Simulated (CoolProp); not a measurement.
Vapour-liquid equilibrium of propylene (1) + n-hexane (2) at 249.5 K; x and y are mole fractions of (1).

The numbers come from the multi-fluid Helmholtz-energy mixture model, Lemmon 2013 and Thol 2019; pair parameters Bell 2016 in CoolProp.

### Question
Give the bubble pressure and the first vapour's composition at x = 0.35, 0.425, 0.5. Is there an azeotrope?

### Answer
x = 0.35: 0.09924 MPa, y = 0.988; x = 0.425: 0.1148 MPa, y = 0.991; x = 0.5: 0.1313 MPa, y = 0.993. No azeotrope shows between x = 0.05 and 0.95.

The pair parameters rest on a limited set of measurements; away from them the model extrapolates. The gap from Raoult's law changes sign with composition, which may be real or a fault of the pair parameters; it wasn't checked against measurements. With so large a gap from Raoult's law the liquid may split in two, which this calculation doesn't test in full.
